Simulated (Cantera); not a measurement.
Input (Python, Cantera) and output of one run.

```python
import numpy as np
import cantera as ct

gas_names = """
    CL CL2 H HCL H2 Si SiCL SiCL2 SiCL3 SiCL4 SiH SiHCL3 SiH2 SiH2CL2 SiH3 SiH3CL SiH4 Si2 Si3
""".split()
cond_names = """
    Si(cr) Si(L)
""".split()


# ... load() reads the species with a 1 bar reference pressure and builds the phases ...
atoms = {
    'Si': {'Si': 1},
    'HCl': {'H': 1, 'CL': 1},
    'H2': {'H': 2},
}
top_T = {}  # K; cautious upper limits of use, not melting points


# ... equilibrate(T, P, feed) seeds the gas with the atoms and calls Mixture.equilibrate('TP', solver="vcs", rtol=1e-11, max_steps=5000) ...
results = []
T = 1448.15  # K
P = 1.8  # Pa
for m in [0.39, 0.54, 0.75, 1, 1.4, 2, 2.8, 3.9, 5.3, 7.4, 10, 14, 20]:
    feed = {'Si': 1, 'HCl': 17, 'H2': m}  # mol
    mix = equilibrate(T, P, feed)
    results.append((T, P, feed, dict(zip(mix.species_names, mix.species_moles))))

top = {s: max(r[3][s] / sum(r[3][g] for g in gas_names) for r in results) for s in gas_names}
cols = sorted((s for s in top if top[s] > 0.001), key=lambda s: -top[s])[:9]
seen = [c for c in cond_names if any(r[3].get(c, 0) > 1e-12 for r in results)]
print("log10 of partial pressures in bar; condensed amounts in mol")
print(f"{'n(H2)':>10s}" + "".join(f"{s[:9]:>10s}" for s in cols + seen))
for T, P, feed, n in results:
    ng = sum(n[g] for g in gas_names)
    print(f"{feed['H2']:10.4g}" + "".join(f"{np.log10(max(n[s] / ng * P / 1e5, 1e-99)):10.3f}" for s in cols)
          + "".join(f"{n.get(c, 0):10.4g}" for c in seen))
```

Result:

```
log10 of partial pressures in bar; condensed amounts in mol
     n(H2)       HCL        H2     SiCL2        CL     SiCL3         H
      0.39    -4.814    -5.822    -6.007    -7.026    -7.363    -7.946
      0.54    -4.817    -5.784    -6.010    -7.049    -7.388    -7.927
      0.75    -4.822    -5.737    -6.014    -7.077    -7.421    -7.903
         1    -4.828    -5.688    -6.018    -7.108    -7.456    -7.878
       1.4    -4.837    -5.621    -6.026    -7.150    -7.506    -7.845
         2    -4.851    -5.541    -6.038    -7.204    -7.572    -7.805
       2.8    -4.868    -5.458    -6.054    -7.263    -7.647    -7.764
       3.9    -4.892    -5.373    -6.076    -7.329    -7.734    -7.721
       5.3    -4.920    -5.293    -6.102    -7.397    -7.829    -7.681
       7.4    -4.958    -5.208    -6.140    -7.478    -7.948    -7.638
        10    -5.002    -5.135    -6.183    -7.558    -8.071    -7.602
        14    -5.062    -5.060    -6.241    -7.655    -8.226    -7.565
        20    -5.139    -4.991    -6.317    -7.766    -8.414    -7.530
```

Method: chemical equilibrium by Gibbs-energy minimisation in Cantera with the NASA 1993 tables (ideal gas, pure condensed phases). The tables' values for SiCl3, SiCl are old estimates; treat these amounts as uncertain.
